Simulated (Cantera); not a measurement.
Ignition delay

Mixture: 18.8 % CH4, 17.1 % O2, 64.2 % N2, equivalence ratio 2.2, at 1.01 bar, adiabatic and at constant volume. Ignition delay is the time to a rise of 400 K.

Computed with Cantera and GRI-Mech 3.0 (53 species, 325 reactions).

```csv
T0 (K),delay (ms)
1125,202
1200,65.8
1275,23.2
1350,8.78
1425,3.54
1500,1.52
```

```yaml
apparent activation energy between 1350 and 1500 K: 200 kJ/mol
```
